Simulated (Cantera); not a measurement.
Mixture: 8.90 % CH₄, 0.979 % CO, 13.1 % O₂, 77.0 % N₂, at 1.00 atm, adiabatic and at constant pressure. Ignition delay is the time to a rise of 400 K.

Detailed kinetics in Cantera: GRI-Mech 3.0 (53 species, 325 reactions).

Predict: delay at 1000 K; delay at 1050 K; delay at 1100 K; delay at 1150 K; delay at 1200 K; delay at 1250 K; apparent activation energy between 1150 and 1250 K.

delay at 1000 K: 2.48 s
delay at 1050 K: 1.01 s
delay at 1100 K: 0.436 s
delay at 1150 K: 0.197 s
delay at 1200 K: 92.6 ms
delay at 1250 K: 45.2 ms
apparent activation energy between 1150 and 1250 K: 180 kJ/mol
